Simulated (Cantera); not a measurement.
Input: 1 mol AlCl₃, 0.47 mol H₂O, 72 mol H₂, at 0.0100 bar.

Cantera equilibrium calculation (NASA polynomials, part measured and part estimated; ideal gas, pure solids and liquids). Candidate condensed phases: Al, AlCl₃, Al₂O₃, H₂O; 29 gas species. The tables' values for AlCl₂, AlOH are old estimates; treat these amounts as uncertain. Condensed phases not in the tables: AlOCl. Equilibrium is a limit: real reactors are often held back by kinetics, nucleation or transport.

x: gas mole fraction; n: condensed amount in mol.

| T (°C) | x H₂ | x HCl | x H | x AlCl | n Al₂O₃(s) |
|---|---|---|---|---|---|
| 327 | 0.979 | 0.0128 | <1e-12 | <1e-12 | 0.157 |
| 527 | 0.978 | 0.0128 | ___ | ___ | 0.157 |
| 727 | 0.978 | 0.0128 | 2.24e-8 | 2.64e-7 | 0.157 |
| 927 | 0.977 | 0.0134 | 1.95e-6 | 0.000204 | 0.157 |
| 1127 | 0.969 | 0.0222 | 4.79e-5 | 0.00413 | 0.157 |
| 1327 | 0.961 | 0.0296 | 0.000533 | 0.00811 | 0.156 |
| 1527 | 0.956 | 0.0306 | ___ | 0.00899 | 0.153 |
| 1727 | 0.943 | 0.0297 | 0.0158 | 0.00966 | 0.127 |

Question: Some entries are withheld; supply them.

Answer: 
- 527, x H: 2.86e-11
- 527, x AlCl: 9.21e-12
- 1527, x H: 0.00350
